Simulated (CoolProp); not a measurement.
n-undecane at 401.06 K and 0.00782 MPa is throttled through a valve to 0.00299 MPa with no heat exchange. Each further row changes one setting.

Computed with CoolProp (reference Helmholtz-energy equation of state, Aleksandrov 2011). It is a short technical equation, of lower accuracy than the large ones.

```tsv
case	temperature change (K)	final density (kg/m³)
as stated	-0.3	0.141
outlet pressure 0.000897 MPa	-0.4	0.0421
outlet pressure 0.00389 MPa	-0.2	0.183
```
